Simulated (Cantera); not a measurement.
An adiabatic, constant-volume homogeneous reactor starts with CH₄ : O₂ : N₂ = 1 : 0.952 : 3.58 (molar parts), at 1750 K and 0.276 atm.

Cantera simulation using GRI-Mech 3.0 (53 species, 325 reactions); the numbers are that mechanism's predictions, not measurements.

### Question
Predict: time of steepest temperature rise; temperature at 2.00 s; equilibrium temperature; x(O₂) at 2.00 s; x(H₂) at 2.00 s; x(CO) at 2.00 s.

### Answer
```
Quantity                                                               Value
---------------------------------  -----------------------------------------
time of steepest temperature rise                                   0.515 ms
temperature at 2.00 s                                                 2746 K
equilibrium temperature                                               2746 K
x(O₂) at 2.00 s                    0.000272 (gas-phase equilibrium 0.000272)
x(H₂) at 2.00 s                          0.163 (gas-phase equilibrium 0.163)
x(CO) at 2.00 s                          0.135 (gas-phase equilibrium 0.135)
```
